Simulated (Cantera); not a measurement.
A perfectly stirred reactor is fed with CH₄ : H₂O : H₂ : N₂ = 1 : 0.48 : 0.12 : 0.021 (molar parts), at 6.80 bar; it is held at 1523 K, and followed from long to short residence time.

Detailed kinetics in Cantera: GRI-Mech 3.0 (53 species, 325 reactions). GRI-Mech 3.0 stops at C3 and has no aromatics, soot or wall deposition, so with more carbon than oxygen in the feed, carbon stays in small species such as C2H2 where larger ones or solid carbon would form.

Question: Predict: x(CH₄) at τ = 3.30 s; x(H₂O) at τ = 3.30 s; x(H₂) at τ = 3.30 s; x(C₂H₆) at τ = 3.30 s; x(C₂H) at τ = 3.30 s; x(CH₄) at τ = 29.0 ms; x(H₂O) at τ = 29.0 ms; x(H₂) at τ = 29.0 ms; x(C₂H₆) at τ = 29.0 ms.

Answer: 
* **x(CH₄) at τ = 3.30 s**: 0.270
* **x(H₂O) at τ = 3.30 s**: 0.159
* **x(H₂) at τ = 3.30 s**: 0.429
* **x(C₂H₆) at τ = 3.30 s**: 0.000603
* **x(C₂H) at τ = 3.30 s**: 1.23e-9
* **x(CH₄) at τ = 29.0 ms**: 0.477
* **x(H₂O) at τ = 29.0 ms**: 0.273
* **x(H₂) at τ = 29.0 ms**: 0.192
* **x(C₂H₆) at τ = 29.0 ms**: 0.000970
